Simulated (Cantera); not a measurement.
## Counterflow diffusion flame

A counterflow diffusion flame at 2.07 atm, nozzles 20 mm apart: fuel side CH4 : N2 = 1 : 1 (molar parts) at 348 K, oxidiser side O2 : N2 = 0.19 : 0.81 (molar parts) at 475 K, fuel mass flux 0.94 times the oxidiser's; mixture-averaged transport, no radiation.

Model: GRI-Mech 3.0 (53 species, 325 reactions), integrated in Cantera. GRI-Mech 3.0 has no aromatics or soot, which form on the fuel side of real flames. The maximum strain rate includes the flame's own expansion and is several times the mean. A flux with no burning solution from the previous one only brackets extinction.

```csv
oxidiser flux (kg/m²/s),max strain (1/s),mean strain (1/s),T max (K),peak x OH,peak x H,peak x NO,peak x CO,peak x C2H2
0.53,148,32.9,1983,0.00402,0.00148,0.000156,0.0287,0.00534
0.72,196,44.7,1972,0.00406,0.00155,0.000142,0.0287,0.00478
0.98,260,60.8,1958,0.00407,0.00161,0.000126,0.0288,0.00427
1.3,340,80.7,1945,0.00406,0.00166,0.000110,0.0290,0.00383
1.8,463,112,1927,0.00401,0.00171,9.08e-5,0.0294,0.00336
2.5,632,155,1904,0.00388,0.00173,6.93e-5,0.0298,0.00285
3.4,846,211,1875,0.00364,0.00169,4.82e-5,0.0303,0.00231
4.6,1120,286,1828,0.00317,0.00152,2.63e-5,0.0307,0.00161
```
x: mole fraction; the columns are a selection and need not sum to one.

At the next flux tried, 6.3 kg/m²/s, no burning solution was found from the previous one.
